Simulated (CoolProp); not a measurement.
A single-stage vapour-compression cycle with isobutane: evaporating at 262.15 K (dew point), condensing at 307.15 K (bubble point), superheat 10 K, subcooling 8 K, compressor efficiency 0.6, no pressure losses. Each further row changes one setting.

Values from CoolProp's reference Helmholtz-energy equation of state, Bücker 2006.

```
case                              cooling COP  pressure ratio  discharge temperature (K)  refrigerating effect (kJ/kg)  volumetric capacity (kJ/m³)
--------------------------------  -----------  --------------  -------------------------  ----------------------------  ---------------------------
as stated                                 ___            4.33                      333.9                           294                          818
evaporating temperature 267.15 K         3.61             ___                      331.3                           ___                         1000
condensing temperature 302.15 K          3.55            3.77                      328.0                           306                          851
subcooling 13 K                           ___            4.33                      333.9                           306                          851
superheat 20 K                            ___            4.33                      344.2                           310                          ___
compressor efficiency 0.5                2.57            4.33                      343.7                           294                          818
```

Task: Fill in the missing entries.

Result: 
- as stated, cooling COP: 3.08
- evaporating temperature 267.15 K, pressure ratio: 3.58
- evaporating temperature 267.15 K, refrigerating effect (kJ/kg): 301
- subcooling 13 K, cooling COP: 3.21
- superheat 20 K, cooling COP: 3.12
- superheat 20 K, volumetric capacity (kJ/m³): 828
